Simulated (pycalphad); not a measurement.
Computed with pycalphad from the COST 507 light-alloy database (1999), at 1 atm. The data set is of 1999 and partly superseded. Kinetics are ignored, which matters at the lower temperatures.

Molar enthalpy of Cu-29.31Si (wt.%) in equilibrium (SER reference):

```csv
T (K),H (kJ/mol),phases
2350,78.18,LIQUID
2250,75.24,LIQUID
2150,72.31,LIQUID
2050,69.37,LIQUID
1950,66.44,LIQUID
1850,63.50,LIQUID
1750,60.57,LIQUID
1650,57.63,LIQUID
1550,54.69,LIQUID
1450,51.74,LIQUID
1400,50.26,LIQUID
1350,48.79,LIQUID
1250,39.50,LIQUID + DIAMOND_A4
1150,32.18,LIQUID + DIAMOND_A4
1050,20.91,CU19SI6_ETA + DIAMOND_A4
1000,19.53,CU19SI6_ETA + DIAMOND_A4
950,18.16,CU19SI6_ETA + DIAMOND_A4
850,15.46,CU19SI6_ETA + DIAMOND_A4
750,12.80,CU19SI6_ETA + DIAMOND_A4
650,10.20,CU19SI6_ETA + DIAMOND_A4
550,7.65,CU19SI6_ETA + DIAMOND_A4
```

Cooling from 1350 K to 1050 K, across the freezing range, releases 27.9 kJ/mol, or 601 J/g. The slope is 29 J/(mol K) in the liquid and 28 J/(mol K) just below the solidus, where it includes any heat of precipitation. Liquidus 1326 K, solidus 1074 K. Changes were sought between steps of 50 K, so a narrower field can be missed.

Database names, with the compositions (at.%) that they take in these runs: CU19SI6_ETA: Cu 76 Si 24. DIAMOND_A4 is diamond (Si).
